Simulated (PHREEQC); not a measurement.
**Ultrapure water in contact with air or piping: an equilibrium model**

Model water analysis in mg/L, 20 °C, pH 6.08, pe 9.6: Na 0.0433; K 0.00905; Ca 0.0279; Mg 0.00291; Cl 0.00938; S(6) as SO4 0.103; Alkalinity as HCO3 0.0878; Si as SiO2 0.00391; Pb 0.0177; Sr 0.00331; Ba 0.0139.

Cl is adjusted to close the charge balance.
Valence states are taken as typed.

Model: ion-association model, phreeqc.dat, run in PHREEQC.

This is a speciation only: nothing precipitates in the calculation.

### Question
Predict the ionic strength.

### Answer
ionic strength 7.14e-6 mol/kgw.

### Question
In which forms is C present?

### Answer
CO2 67 %, HCO3- 33 % of the C.

Species that the database lacks are ignored.
